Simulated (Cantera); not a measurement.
Mixture: H2 : O2 : N2 : H2O = 1 : 1.06 : 4 : 0.51 (molar parts), equivalence ratio 0.47, at 585 Torr, adiabatic and at constant volume. Ignition delay is the time to a rise of 400 K.

Detailed kinetics in Cantera: GRI-Mech 3.0 (53 species, 325 reactions). Where the delays flatten at high temperature, the 400 K rule measures the pace of heat release, not the induction time.

Task: What does this change do: H2O 0.51 to 0.74 parts?

Result: 
| quantity | before | after |
|---|---|---|
| delay at 1175 K | 82.5 µs | 88.5 µs |
| delay at 1275 K | 50.8 µs | 53.2 µs |
| delay at 1375 K | 37.1 µs | 38.4 µs |
| delay at 1475 K | 30.9 µs | 31.8 µs |
| delay at 1575 K | 28.7 µs | 29.5 µs |
| delay at 1675 K | 28.9 µs | 29.7 µs |
| delay at 1775 K | 31.0 µs | 31.7 µs |

Task: What does this change do: 0.026 parts NO added?

Result: 
```tsv
quantity	before	after
delay at 1175 K	82.5 µs	78.6 µs
delay at 1275 K	50.8 µs	49.9 µs
delay at 1375 K	37.1 µs	36.8 µs
delay at 1475 K	30.9 µs	30.7 µs
delay at 1575 K	28.7 µs	28.5 µs
delay at 1675 K	28.9 µs	28.7 µs
delay at 1775 K	31.0 µs	30.7 µs
```
The mechanism lacks 2 NO + O2 → 2 NO2 and HONO, so NO2 and the effect of NO are under-described below about 1400 K.
